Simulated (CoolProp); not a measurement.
A simple Rankine cycle with n-heptane: condensing at 324.15 K, boiler at 0.566 MPa, turbine inlet 448.2 K, turbine efficiency 0.9, pump efficiency 0.8, no recuperator. Each further row changes one setting.

Computed with CoolProp (reference Helmholtz-energy equation of state, Span 2003). It is a short technical equation, of lower accuracy than the large ones.

| case | thermal efficiency (%) | net work (kJ/kg) | heat in (kJ/kg) | turbine exit temperature (K) | volume ratio over the turbine |
|---|---|---|---|---|---|
| as stated | ? | ? | 580 | 393.2 | 30.0 |
| turbine inlet 468.2 K | 16.5 | 104 | 630 | 414.0 | ? |
| condensing temperature 316.15 K | ? | 107 | 598 | 388.4 | ? |
| boiler pressure 0.396 MPa | 15.3 | ? | 588 | ? | 20.1 |
| turbine efficiency 0.8 | 15.0 | 86.9 | 580 | ? | 30.5 |

Q: Fill in the missing entries.

A: 
- as stated, thermal efficiency (%): 16.9
- as stated, net work (kJ/kg): 97.9
- turbine inlet 468.2 K, volume ratio over the turbine: 29.3
- condensing temperature 316.15 K, thermal efficiency (%): 18.0
- condensing temperature 316.15 K, volume ratio over the turbine: 41.6
- boiler pressure 0.396 MPa, net work (kJ/kg): 90.0
- boiler pressure 0.396 MPa, turbine exit temperature (K): 400.8
- turbine efficiency 0.8, turbine exit temperature (K): 398.4
